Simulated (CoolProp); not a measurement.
Saturated liquid density (kg/m³) of R236FA: the reference equation beside estimates from Tc = 398.1 K, pc = 3.191 MPa, ω = 0.377.

Computed with CoolProp (reference Helmholtz-energy equation of state, Pan 2012).

```tsv
T (K)	reference	Redlich-Kwong	Soave-Redlich-Kwong
248.9	1515	1303	1370
253.3	1502	1290	1358
257.8	(withheld)	(withheld)	1347
262.2	(withheld)	1264	1335
266.6	1462	1251	1323
271.1	1448	1237	1310
275.5	(withheld)	1223	1297
279.9	1420	1209	1284
284.4	1406	1194	1270
288.8	1391	1179	(withheld)
293.2	1377	1164	(withheld)
297.7	(withheld)	1148	1225
```

Fill in the missing entries.


- 257.8, reference: 1488
- 257.8, Redlich-Kwong: 1277
- 262.2, reference: 1475
- 275.5, reference: 1434
- 288.8, Soave-Redlich-Kwong: 1255
- 293.2, Soave-Redlich-Kwong: 1241
- 297.7, reference: 1361

Absolute difference from the reference over all 12 rows, mean and median: Redlich-Kwong 14.7 and 14.6 %, Soave-Redlich-Kwong 9.6 and 9.6 %.
